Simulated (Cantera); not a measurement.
A freely propagating, adiabatic, planar premixed flame of 10.7 % CH₄, 1.61 % H₂, 15.9 % O₂, 68.3 % N₂, 3.43 % H₂O, equivalence ratio 1.4, unburnt at 600 K and 10.0 bar; mixture-averaged transport, grid criteria slope 0.08 and curve 0.16, no radiation.

Detailed kinetics in Cantera: GRI-Mech 3.0 (53 species, 325 reactions). Burning velocities carry a grid error of a few per cent, more on coarse grids.

Question: Predict: laminar burning velocity; thermal thickness; peak x(CH₂); peak x(HO₂).

Answer: 
- laminar burning velocity = 19.4 cm/s
- thermal thickness = 0.166 mm
- peak x(CH₂) = 7.61e-6
- peak x(HO₂) = 0.000125
